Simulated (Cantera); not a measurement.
Charge: 1 mol SiC, 1 mol H2O, 520 mol H2, equilibrated at 1100 K and 75.0 Torr.

Equilibrium computed with Cantera from the NASA thermochemical tables; the gas is ideal and each condensed phase is pure. Candidate condensed phases: C, C6H6, C7H8, C8H18, H2O, Si, SiC, SiO2; 123 gas species. Mutual solubility and eutectic melting of coexisting phases are not modelled. The numbers say what is thermodynamically allowed, not how fast it happens.

Base state: H2 0.999, CH4 0.000953 (mole fractions); condensed: SiC(s) + SiO2(β-quartz).

Question: What changes in the equilibrium state with this change: pressure from 75.0 Torr to 1.00 Torr?

Answer: 
```tsv
species	before	after
H2	0.999	0.999
CO	4.74e-6	0.000627
CH4	0.000953	1.86e-5
SiC(s), mol	0.501	0.663
SiO2(β-quartz), mol	0.499	0.336
```
